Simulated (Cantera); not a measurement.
Ignition delay

Mixture: 11.1 % CO, 0.844 % H2, 3.00 % CH4, 17.9 % O2, 67.2 % N2, at 1.00 bar, adiabatic and at constant pressure. Ignition delay is the time to a rise of 400 K.

Computed with Cantera and GRI-Mech 3.0 (53 species, 325 reactions).

```json
[
 {"T0 (K)": "1150", "delay (ms)": "2.95"},
 {"T0 (K)": "1225", "delay (ms)": "1.55"},
 {"T0 (K)": "1300", "delay (ms)": "0.859"},
 {"T0 (K)": "1375", "delay (ms)": "0.507"},
 {"T0 (K)": "1450", "delay (ms)": "0.319"}
]
```

| Quantity | Value |
|---|---|
| apparent activation energy between 1300 and 1450 K | 100 kJ/mol |
